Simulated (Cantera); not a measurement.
Charge: 1 mol Si3N4, 0.32 mol C, 0.01 mol N2, at 0.0960 bar.

Method: chemical equilibrium by Gibbs-energy minimisation in Cantera with the NASA 1993 tables (ideal gas, pure condensed phases). Candidate condensed phases: C, Si, SiC, Si3N4; 32 gas species. Ions and electrons are included (thermal ionisation). Mutual solubility and eutectic melting of coexisting phases are not modelled. Equilibrium is a limit: real reactors are often held back by kinetics, nucleation or transport.

**Question.** Which condensed phases are stable at each of these points (T (°C)): 1727, 1977, 2227, 2477, 2727, 2977, 3227, 3477, 3727, 3977, 4227, 4477, 4727?

**Answer.** 
```
T (°C)  condensed phases  Si condensed (%)
------  ----------------  ----------------
1727      Si(l) + SiC(s)             100.0
1977      Si(l) + SiC(s)              99.4
2227      Si(l) + SiC(s)              94.9
2477               Si(l)              52.2
2727            gas only               0.0
2977            gas only               0.0
3227            gas only               0.0
3477            gas only               0.0
3727            gas only               0.0
3977            gas only               0.0
4227            gas only               0.0
4477            gas only               0.0
4727            gas only               0.0
```

From 1727 °C to 2227 °C the condensed part is Si(l) + SiC(s). At 2477 °C the condensed part is Si(l). From 2727 °C to 4727 °C nothing is condensed.
